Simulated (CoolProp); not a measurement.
Vapour-liquid equilibrium of n-hexane (1) + ethylbenzene (2) at 0.0237 MPa; x and y are mole fractions of (1).

Values from CoolProp's multi-fluid Helmholtz-energy mixture model, Thol 2019 and Zhou 2012; pair parameters Bell 2016.

| x | bubble temperature (K) | y at the bubble point | dew temperature at overall composition x (K) | liquid density (mol/L) |
|---|---|---|---|---|
| 0.05 | 350.9 | 0.378 | 361.2 | 7.653 |
| 0.125 | 339.1 | 0.641 | 359.1 | 7.712 |
| 0.2 | 331.2 | 0.764 | 356.9 | 7.739 |
| 0.275 | 325.5 | 0.832 | 354.5 | 7.747 |
| 0.35 | 321.2 | 0.874 | 352.0 | 7.744 |
| 0.425 | 317.7 | 0.903 | 349.1 | 7.734 |
| 0.5 | 314.8 | 0.925 | 346.0 | 7.718 |
| 0.575 | 312.4 | 0.941 | 342.6 | 7.699 |
| 0.65 | 310.2 | 0.955 | 338.6 | 7.677 |
| 0.725 | 308.2 | 0.967 | 333.9 | 7.654 |
| 0.8 | 306.4 | 0.977 | 328.3 | 7.629 |
| 0.875 | 304.7 | 0.986 | 321.1 | 7.603 |
| 0.95 | 303.0 | 0.995 | 311.0 | 7.576 |

No azeotrope shows between x = 0.05 and 0.95.

Pair parameters are fitted to limited data, so mixtures are less certain than the pure fluids.
